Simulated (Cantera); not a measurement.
# Reactions in the system H-N-O-P

Cantera with NASA thermochemical tables; ideal gases at 1 bar, condensed phases pure. Values are per mole of reaction as written; species without (g) are pure solids or liquids, kept so even where they would boil at 1 bar.

10 NO(g) + 4 PH3(g) = 10 N(g) + 12 H(g) + P4O10

```json
[
 {"T (K)": "398", "ΔH° (kJ)": "3422.0", "ΔS° (J/K)": "258.1", "ΔG° (kJ)": "3319.3", "log10 K": "-435.63"},
 {"T (K)": "423", "ΔH° (kJ)": "3428.3", "ΔS° (J/K)": "273.5", "ΔG° (kJ)": "3312.7", "log10 K": "-409.06"},
 {"T (K)": "448", "ΔH° (kJ)": "3434.8", "ΔS° (J/K)": "288.2", "ΔG° (kJ)": "3305.7", "log10 K": "-385.42"},
 {"T (K)": "473", "ΔH° (kJ)": "3441.3", "ΔS° (J/K)": "302.4", "ΔG° (kJ)": "3298.3", "log10 K": "-364.23"},
 {"T (K)": "498", "ΔH° (kJ)": "3447.9", "ΔS° (J/K)": "316.0", "ΔG° (kJ)": "3290.5", "log10 K": "-345.13"},
 {"T (K)": "523", "ΔH° (kJ)": "3454.6", "ΔS° (J/K)": "329.2", "ΔG° (kJ)": "3282.5", "log10 K": "-327.83"},
 {"T (K)": "548", "ΔH° (kJ)": "3461.4", "ΔS° (J/K)": "341.8", "ΔG° (kJ)": "3274.1", "log10 K": "-312.07"},
 {"T (K)": "573", "ΔH° (kJ)": "3468.2", "ΔS° (J/K)": "354.0", "ΔG° (kJ)": "3265.4", "log10 K": "-297.67"}
]
```
